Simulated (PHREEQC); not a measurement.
A column of 0.1 m (40 cells, dispersivity 0.008 m, 300 s a shift, diffusion coefficient 3e-10 m²/s) holds 0.13 eq of the database's cation exchanger X per kg of pore water, first in equilibrium with 10 mmol/kgw CdCl2, 2.6 mmol/kgw ZnCl2 and 0.01 mmol/kgw HCl. It is flushed with 0.0054 mol/kgw MgCl2, 0.073 mol/kgw KBr and 1e-05 mol/kgw HCl, at 15 °C. Values are for the last cell. No CO2 enters from the air. Nothing may precipitate in this run.

The numbers come from PHREEQC with the ion-association model, phreeqc.dat.

Task: Predict K in solution (mol/kgw), Mg in solution (mol/kgw) at pore volumes = 2.013, 2.413, 3.013, 4.412, 5.612.

Result: 
```json
[
 {"pore volumes": "2.013", "K in solution (mol/kgw)": "0.0203", "Mg in solution (mol/kgw)": "0.00202"},
 {"pore volumes": "2.413", "K in solution (mol/kgw)": "0.0386", "Mg in solution (mol/kgw)": "0.00400"},
 {"pore volumes": "3.013", "K in solution (mol/kgw)": "0.0559", "Mg in solution (mol/kgw)": "0.00507"},
 {"pore volumes": "4.412", "K in solution (mol/kgw)": "0.0691", "Mg in solution (mol/kgw)": "0.00530"},
 {"pore volumes": "5.612", "K in solution (mol/kgw)": "0.0718", "Mg in solution (mol/kgw)": "0.00535"}
]
```

Species that the database lacks are ignored.
